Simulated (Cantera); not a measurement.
## Thermodynamics of nitride etching, feed Si3N4 + O2 + N2

Feed: 1 mol Si3N4, 0.78 mol O2, 5.3 mol N2, held at 0.00133 bar.

These are equilibrium values from Cantera (NASA tables, ideal gas, pure condensed phases), not measurements of a reactor. Candidate condensed phases: Si, SiO2, Si2N2O, Si3N4; 16 gas species. Mutual solubility and eutectic melting of coexisting phases are not modelled. The tables' values for SiN are old estimates; treat these amounts as uncertain. The tables hold silica as quartz up to 1696 K and as liquid above; real silica turns to tridymite and cristobalite and melts near 1996 K. The numbers say what is thermodynamically allowed, not how fast it happens.

From 1425 K to 1475 K the condensed part is SiO2(β-quartz) + Si2N2O(s). From 1525 K to 1625 K the condensed part is Si2N2O(s). At 1675 K the condensed part is Si2N2O(s) + Si3N4(s). At 1725 K the condensed part is Si(l) + Si2N2O(s). From 1775 K to 1925 K the condensed part is Si(l). The main Si-bearing gas is SiO throughout. The share of Si in condensed phases is highest at 1425 K (99.6 %) and lowest at 1925 K (43.8 %).

```tsv
T (K)	x N2	x SiO	x Si	x Si2N	x SiN	x Si2	x Si3	x N	n SiO2(β-quartz)	n Si2N2O(s)	n Si3N4(s)	n Si(l)
1425	0.998	0.00182	4.73e-10	<1e-12	3.11e-11	<1e-12	<1e-12	<1e-12	0.0365	1.48	0	0
1475	0.992	0.00769	4.26e-9	<1e-12	2.22e-10	<1e-12	<1e-12	<1e-12	0.0249	1.46	0	0
1525	0.980	0.0201	4.90e-8	1.10e-11	2.05e-9	<1e-12	<1e-12	3.09e-12	0	1.44	0	0
1575	0.980	0.0201	1.17e-6	1.77e-9	3.99e-8	6.71e-11	<1e-12	1.02e-11	0	1.44	0	0
1625	0.980	0.0201	2.27e-5	2.06e-7	6.44e-7	1.22e-8	5.19e-10	3.15e-11	0	1.44	0	0
1675	0.973	0.0268	0.000279	1.02e-5	6.61e-6	9.29e-7	1.97e-7	9.06e-11	0	1.40	0.0133	0
1725	0.843	0.156	0.000761	2.50e-5	1.42e-5	3.63e-6	9.01e-7	2.29e-10	0	0.259	0	1.17
1775	0.822	0.176	0.00165	4.30e-5	2.60e-5	9.21e-6	2.22e-6	5.79e-10	0	0	0	1.42
1825	0.821	0.175	0.00341	7.27e-5	4.65e-5	2.22e-5	5.21e-6	1.41e-9	0	0	0	1.41
1875	0.818	0.175	0.00679	0.000119	8.03e-5	5.10e-5	1.17e-5	3.26e-9	0	0	0	1.38
1925	0.813	0.174	0.0131	0.000190	0.000135	0.000112	2.50e-5	7.24e-9	0	0	0	1.32
```
x: gas mole fraction; n: condensed amount in mol.
